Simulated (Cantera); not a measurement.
**Thermodynamics of chlorosilane synthesis and conversion, feed Si + HCl + H2**

Charge: 1 mol Si, a varied amount of HCl, 1.8 mol H2, held at 750 °C and 6680 Torr.

Cantera equilibrium calculation (NASA polynomials, part measured and part estimated; ideal gas, pure solids and liquids). Candidate condensed phases: Si; 19 gas species. The tables' values for SiCl3 are old estimates; treat these amounts as uncertain. The numbers say what is thermodynamically allowed, not how fast it happens.

```json
[
 {"n(HCl) (mol)": "0.63", "log p H2": "0.91", "log p SiCl4": "-0.52", "log p HCl": "-1.26", "log p SiHCl3": "-0.43", "n Si(s)": "0.815"},
 {"n(HCl) (mol)": "1.2", "log p H2": "0.88", "log p SiCl4": "-0.27", "log p HCl": "-1.21", "log p SiHCl3": "-0.25", "n Si(s)": "0.652"},
 {"n(HCl) (mol)": "1.8", "log p H2": "0.87", "log p SiCl4": "-0.14", "log p HCl": "-1.19", "log p SiHCl3": "-0.16", "n Si(s)": "0.482"},
 {"n(HCl) (mol)": "2.4", "log p H2": "0.85", "log p SiCl4": "-0.06", "log p HCl": "-1.17", "log p SiHCl3": "-0.11", "n Si(s)": "0.313"},
 {"n(HCl) (mol)": "3", "log p H2": "0.84", "log p SiCl4": "0.00", "log p HCl": "-1.17", "log p SiHCl3": "-0.07", "n Si(s)": "0.144"},
 {"n(HCl) (mol)": "3.6", "log p H2": "0.83", "log p SiCl4": "0.07", "log p HCl": "-1.06", "log p SiHCl3": "-0.11", "n Si(s)": "0"},
 {"n(HCl) (mol)": "4.2", "log p H2": "0.82", "log p SiCl4": "0.21", "log p HCl": "-0.28", "log p SiHCl3": "-0.77", "n Si(s)": "0"},
 {"n(HCl) (mol)": "4.7", "log p H2": "0.78", "log p SiCl4": "0.19", "log p HCl": "0.08", "log p SiHCl3": "-1.18", "n Si(s)": "0"}
]
```
log p: log10 of the partial pressure in bar; n: condensed amount in mol.

From 0.63 mol HCl to 3 mol HCl the condensed part is Si(s). From 3.6 mol HCl to 4.7 mol HCl nothing is condensed. The main Si-bearing gas is SiHCl3 at 0.63 mol HCl and SiCl4 at 4.7 mol HCl.
